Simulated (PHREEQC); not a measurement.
Model water analysis in mg/kgw, 25 °C, pH 6.62:

```json
[
 {"constituent": "Na", "mg/kgw": "2590"},
 {"constituent": "K", "mg/kgw": "5.97"},
 {"constituent": "Ca", "mg/kgw": "20.9"},
 {"constituent": "Mg", "mg/kgw": "341"},
 {"constituent": "Cl", "mg/kgw": "3980"},
 {"constituent": "S(6) as SO4", "mg/kgw": "1650"},
 {"constituent": "Alkalinity as HCO3", "mg/kgw": "1.46"}
]
```

Cl is adjusted to close the charge balance.
Valence states are taken as typed.

Computed with PHREEQC (Pitzer model, pitzer.dat).

| quantity | before | after |
|---|---|---|
| ionic strength (mol/kgw) | 0.174 | 0.258 |
| HSO4- (mol/kgw) | 1.21e-7 | 9.18e-8 |
| MgOH+ (mol/kgw) | 3.17e-8 | 8.96e-8 |
| CO3-2 (mol/kgw) | 1.51e-8 | 1.96e-8 |
| MgCO3 (mol/kgw) | 1.27e-8 | 3.29e-8 |
| SI of Gypsum (CaSO4:2H2O) | -1.67 | -1.81 |
| SI of Halite (NaCl) | -3.76 | -3.60 |

Question: What was changed between the two runs?
(A) Mg from 341 to 1020 mg/kgw
(B) Mg from 341 to 682 mg/kgw
(C) temperature from 25 to 35 °C at the same typed pH

Answer: A, Mg from 341 to 1020 mg/kgw

No solid was allowed to form.
